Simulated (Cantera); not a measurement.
A closed system holds: 1 mol NF3, 0.74 mol O2, 1.7 mol H2, equilibrated at 0.133 bar.

Method: chemical equilibrium by Gibbs-energy minimisation in Cantera with the NASA 1993 tables (ideal gas, pure condensed phases). Candidate condensed phases: H2O; 65 gas species. Ions and electrons are included (thermal ionisation). Kinetics and transport are ignored.

x: gas mole fraction; nothing condenses.

| T (K) | x HF | x H | x F | x O | x N2 | x O2 | x OH | x N | x H2O | x NO |
|---|---|---|---|---|---|---|---|---|---|---|
| 3000 | 0.611 | 0.0346 | 0.0205 | 0.0900 | 0.0999 | 0.0843 | 0.0272 | 1.21e-5 | 0.0151 | 0.0108 |
| 3500 | ___ | ___ | ___ | 0.192 | ___ | ___ | ___ | ___ | ___ | ___ |
| 4000 | ___ | ___ | ___ | 0.195 | ___ | ___ | ___ | ___ | ___ | ___ |
| 4500 | 0.0370 | 0.380 | 0.335 | 0.180 | 0.0581 | 0.000347 | 0.00139 | 0.00594 | 8.39e-6 | 0.00176 |
| 5000 | 0.00805 | 0.396 | 0.350 | 0.175 | 0.0491 | 8.32e-5 | 0.000416 | 0.0201 | 6.57e-7 | 0.00100 |

Problem. What belongs in the gaps?

Solution. 
- 3500, x HF: 0.422
- 3500, x H: 0.140
- 3500, x F: 0.106
- 3500, x N2: 0.0839
- 3500, x O2: 0.0203
- 3500, x OH: 0.0177
- 3500, x N: 0.000176
- 3500, x H2O: 0.00205
- 3500, x NO: 0.00813
- 4000, x HF: 0.166
- 4000, x H: 0.298
- 4000, x F: 0.257
- 4000, x N2: 0.0679
- 4000, x O2: 0.00228
- 4000, x OH: 0.00541
- 4000, x N: 0.00127
- 4000, x H2O: 0.000145
- 4000, x NO: 0.00361
